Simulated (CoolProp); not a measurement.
A single-stage vapour-compression cycle with the fluid: evaporating at 250.15 K (dew point), condensing at 305.15 K (bubble point), superheat 0 K, subcooling 0 K, compressor efficiency 0.65, no pressure losses. The same conditions are run with several fluids, on thermodynamics alone (safety and materials aside).

Computed with CoolProp (reference Helmholtz-energy equation of state of each fluid (cis-2-butene: Lemmon 2005; R123: Younglove 1994; R143a: Lemmon and Jacobsen 2000; R115: Lemmon 2016; R1224YDZ: Akasaka 2023; R22: Kamei 1995)).

```tsv
fluid	cooling COP	pressure ratio	discharge temperature (K)	refrigerating effect (kJ/kg)	volumetric capacity (kJ/m³)
cis-2-butene	2.44	8.28	345.4	320	283
R123	___	11.6	337.0	135	102
R143a	2.07	5.34	331.3	124	1570
R115	___	5.45	310.4	61.6	975
R1224YDZ	2.33	10.5	327.0	126	164
R22	___	___	___	157	1510
```

Some entries are withheld; supply them.


- R123, cooling COP: 2.42
- R115, cooling COP: 1.90
- R22, cooling COP: 2.30
- R22, pressure ratio: 5.75
- R22, discharge temperature (K): 363.7
